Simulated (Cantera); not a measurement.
What does this Cantera script print?

```python
import numpy as np
import cantera as ct

gas_names = """
    CL CL2 H HCL H2 N NH NH2 NH3 N2 N2H2 N2H4 Si SiCL SiCL2 SiCL3 SiCL4 SiH SiHCL3 SiH2 SiH2CL2 SiH3
    SiH3CL SiH4 SiN Si2 Si2N Si3
""".split()
cond_names = """
    NH4CL(a) NH4CL(b) Si(cr) Si(L) Si3N4(a)
""".split()


# ... load() reads the species with a 1 bar reference pressure and builds the phases ...
atoms = {
    'Si2Cl6': {'Si': 2, 'CL': 6},
    'HCl': {'H': 1, 'CL': 1},
    'N2': {'N': 2},
}
top_T = {'Si3N4(a)': 2400}  # K; cautious upper limits of use, not melting points


# ... equilibrate(T, P, feed) seeds the gas with the atoms and calls Mixture.equilibrate('TP', solver="vcs", rtol=1e-11, max_steps=5000) ...
results = []
feed = {'Si2Cl6': 1, 'HCl': 0.62, 'N2': 48}  # mol
T = 923.15  # K
P = 54000  # Pa
mix = equilibrate(T, P, feed)
results.append((T, P, feed, dict(zip(mix.species_names, mix.species_moles))))
print(gas.report(threshold=0.0001))
for i in range(1, mix.n_phases):
    print(f"{mix.phase(i).name:16s} {mix.phase_moles(i):12.5e} mol")
```

Result:

```
       temperature   923.15 K
          pressure   54000 Pa
           density   0.22799 kg/m^3
  mean mol. weight   32.407 kg/kmol
   phase of matter   gas

                          1 kg             1 kmol
                     ---------------   ---------------
          enthalpy            -27015       -8.7546e+05  J
   internal energy       -2.6386e+05        -8.551e+06  J
           entropy            7372.8        2.3893e+05  J/K
    Gibbs function       -6.8332e+06       -2.2144e+08  J
 heat capacity c_p            1063.9             34478  J/K
 heat capacity c_v            807.36             26164  J/K

                      mass frac. Y      mole frac. X     chem. pot. / RT
                     ---------------   ---------------   ---------------
               HCL          0.012984          0.011541           -41.184
                H2        2.8257e-05        0.00045422           -25.623
                N2           0.82784           0.95764           -25.319
             SiCL4           0.15913          0.030355            -135.6
     [  +24 minor]        2.4564e-05         5.895e-06

Si(cr)            0.00000e+00 mol
Si3N4(a)          1.62856e-01 mol
```

Cantera equilibrium calculation (NASA polynomials, part measured and part estimated; ideal gas, pure solids and liquids). The feed counts by its element totals alone. N2 is the only nitrogen source here; it is nearly inert below about 1500 K, so the nitride shown seldom forms there in practice.
